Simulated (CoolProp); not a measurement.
Values from CoolProp's reference Helmholtz-energy equation of state, Wu 2012.

Task: Give the vapour pressure (kPa), liquid density (kg/m³), vapour density (kg/m³), enthalpy of vaporisation (kJ/kg) of saturated fluoroethane (R161) at 39.95, 73.85 °C.

Result: 
```csv
T (°C),p (kPa),liquid density (kg/m³),vapour density (kg/m³),enthalpy of vaporisation (kJ/kg)
39.95,1360,677,32.1,312
73.85,2900,574,77.8,227
```
